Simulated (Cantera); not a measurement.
# Dilute partial oxidation

A perfectly stirred reactor is fed with CH2O : O2 : N2 = 0.021 : 0.0053 : 1 (molar parts), equivalence ratio 4.0, at 9.00 bar; it is held at 1100 K, and followed from long to short residence time.

Model: GRI-Mech 3.0 (53 species, 325 reactions), integrated in Cantera.

```csv
τ (s),x CH2O,x O2,x HO2,x CO2,x CH4,x O
2.4,8.59e-6,4.15e-5,1.44e-7,0.00375,2.09e-6,8.86e-10
0.94,2.05e-5,9.48e-5,3.49e-7,0.00334,1.85e-6,2.17e-9
0.37,5.43e-5,0.000225,8.86e-7,0.00305,1.26e-6,4.70e-9
0.15,0.000143,0.000483,2.15e-6,0.00279,7.22e-7,8.11e-9
0.058,0.000349,0.000847,4.86e-6,0.00238,4.44e-7,1.16e-8
0.023,0.000705,0.00119,9.61e-6,0.00190,3.37e-7,1.48e-8
0.0089,0.00132,0.00149,1.80e-5,0.00139,2.83e-7,1.76e-8
0.0035,0.00235,0.00176,3.21e-5,0.000948,2.44e-7,1.96e-8
0.0014,0.00413,0.00204,5.44e-5,0.000574,1.97e-7,1.97e-8
0.00055,0.00752,0.00246,8.72e-5,0.000267,1.25e-7,1.63e-8
```
x: mole fraction; the columns are a selection and need not sum to one.
